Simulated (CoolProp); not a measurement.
R236EA along the isotherm 343.6 K: density (kg/m³) from the reference equation and from simpler models built on Tc = 412.4 K, pc = 3.414 MPa, ω = 0.368; each cubic takes its own stable root.

The numbers come from the reference Helmholtz-energy equation of state, Rui 2013 in CoolProp.

| p (MPa) | phase | reference |
|---|---|---|
| 0.0054 | gas | 0.2877 |
| 0.00911 | gas | 0.4857 |
| 0.0154 | gas | 0.8220 |
| 0.0259 | gas | 1.385 |
| 0.0438 | gas | 2.351 |
| 0.0739 | gas | 3.991 |
| 0.125 | gas | 6.822 |
| 0.21 | gas | 11.67 |
| 0.355 | gas | 20.40 |
| 0.599 | gas | 36.73 |
| 1.01 | liquid | 1266 |
| 1.71 | liquid | 1272 |

How far does each simpler model (van der Waals, Redlich-Kwong, Soave-Redlich-Kwong, Peng-Robinson) lie from the reference over these 12 states: mean and median of the absolute difference, and the worst?


- van der Waals: mean 12.2 %, median 0.6 %, worst -95.0 % at 343.6 K and 1.01 MPa
- Redlich-Kwong: mean 9.7 %, median 0.3 %, worst -94.7 % at 343.6 K and 1.01 MPa
- Soave-Redlich-Kwong: mean 2.0 %, median 0.1 %, worst -11.2 % at 343.6 K and 1.01 MPa
- Peng-Robinson: mean 0.2 %, median 0.0 %, worst +1.1 % at 343.6 K and 1.71 MPa

At some of these states van der Waals, Redlich-Kwong gives the other phase, because its saturation line lies elsewhere.
